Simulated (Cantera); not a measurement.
What does this Cantera script print?

```python
import numpy as np
import cantera as ct

gas = ct.Solution("h2o2.yaml")
gas.TPX = 1350, 280, {'H2': 0.022, 'O2': 1}
reactor = ct.IdealGasConstPressureReactor(gas, energy="off", clone=False)
net = ct.ReactorNet([reactor])
net.rtol, net.atol = 1e-08, 1e-18
show = ['H2', 'O2', 'HO2', 'H', 'OH', 'O', 'H2O2']
times = np.geomspace(0.0002, 90, 11)

steps = ct.SolutionArray(gas, extra=["t"])
rows = []
print(f"{'t/s':>10s}{'T/K':>9s}{'P/Pa':>11s}" + "".join(f"{s:>11s}" for s in show))
for t in times:
    while net.time < t:
        t_next = net.step()
        steps.append(gas.state, t=t_next)
    rows.append([np.interp(t, steps.t, y) for y in (steps.T, steps.P, *steps(*show).X.T)])
    print(f"{t:10.3e}{rows[-1][0]:9.1f}{rows[-1][1]:11.4g}" + "".join(f"{x:11.3e}" for x in rows[-1][2:]))
rate = np.gradient(steps.T, steps.t)
print("integrator steps:", len(steps.t))
if steps.T.max() > steps.T[0] + 200:
    print(f"time of steepest temperature rise: {steps.t[rate.argmax()]:.4e} s")
gas.TPX = 1350, 280, {'H2': 0.022, 'O2': 1}
gas.equilibrate("TP")
print(f"equilibrium (TP): T = {gas.T:.1f} K  " + "  ".join(f"{s} {gas[s].X[0]:.3e}" for s in show))
```

It prints:

```
       t/s      T/K       P/Pa         H2         O2        HO2          H         OH          O       H2O2
 2.000e-04   1350.0        280  2.153e-02  9.785e-01  1.009e-08  5.289e-09  5.265e-09  5.482e-09  1.189e-12
 7.351e-04   1350.0        280  2.153e-02  9.785e-01  3.705e-08  1.340e-08  3.746e-08  4.255e-08  1.576e-11
 2.702e-03   1350.0        280  2.153e-02  9.785e-01  1.360e-07  1.551e-07  6.263e-07  7.777e-07  1.984e-10
 9.931e-03   1350.0        280  1.724e-02  9.747e-01  2.610e-07  5.108e-04  1.851e-03  2.593e-03  4.275e-09
 3.650e-02   1350.0        280  1.760e-04  9.587e-01  2.171e-07  1.368e-03  2.460e-03  1.790e-02  5.843e-09
 1.342e-01   1350.0        280  1.716e-04  9.592e-01  2.148e-07  1.314e-03  2.429e-03  1.742e-02  5.816e-09
 4.931e-01   1350.0        280  1.567e-04  9.609e-01  2.067e-07  1.138e-03  2.324e-03  1.580e-02  5.716e-09
 1.813e+00   1350.0        280  1.150e-04  9.657e-01  1.801e-07  7.005e-04  1.996e-03  1.138e-02  5.324e-09
 6.662e+00   1350.0        280  4.757e-05  9.730e-01  1.158e-07  1.802e-04  1.289e-03  4.566e-03  4.025e-09
 2.449e+01   1350.0        280  8.650e-06  9.772e-01  4.197e-08  1.365e-05  5.507e-04  8.132e-04  1.857e-09
 9.000e+01   1350.0        280  1.040e-06  9.780e-01  1.352e-08  5.643e-07  1.911e-04  9.695e-05  5.026e-10
integrator steps: 1333
equilibrium (TP): T = 1350.0 K  H2 8.532e-08  O2 9.782e-01  HO2 2.010e-08  H 1.324e-08  OH 5.477e-05  O 7.938e-06  H2O2 9.022e-11
```

Detailed kinetics in Cantera: the H2/O2 subset of GRI-Mech 3.0, which has no nitrogen chemistry. Radical loss at walls, strong at low pressure, is not modelled.
